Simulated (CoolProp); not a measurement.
Vapour-liquid equilibrium of cyclopentane (1) + octamethylcyclotetrasiloxane (D4) (2) at 0.711 bar; x and y are mole fractions of (1).

Computed with CoolProp (multi-fluid Helmholtz-energy mixture model, Gedanitz 2015 and Thol 2015; pair parameters Bell 2016).

### Question
Give the bubble temperature and the first vapour's composition at x = 0.05, 0.425, 0.5. Is there an azeotrope?

### Answer
x = 0.05: 417.8 K, y = 0.416; x = 0.425: 344.9 K, y = 0.980; x = 0.5: 338.1 K, y = 0.988. No azeotrope shows between x = 0.05 and 0.95.

The pair parameters rest on a limited set of measurements; away from them the model extrapolates.
